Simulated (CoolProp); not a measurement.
Computed with CoolProp (reference Helmholtz-energy equation of state, Lemmon 2004). It is a short technical equation, of lower accuracy than the large ones.

### Question
Give the vapour pressure (MPa), liquid cp (kJ/(kg K)), surface tension (mN/m) of saturated n-dodecane at 416.5 K.

### Answer
| T (K) | p (MPa) | liquid cp (kJ/(kg K)) | surface tension (mN/m) |
|---|---|---|---|
| 416.5 | 0.0121 | 2.66 | 15.1 |

Surface tension comes from a separate correlation (Mulero 2012).
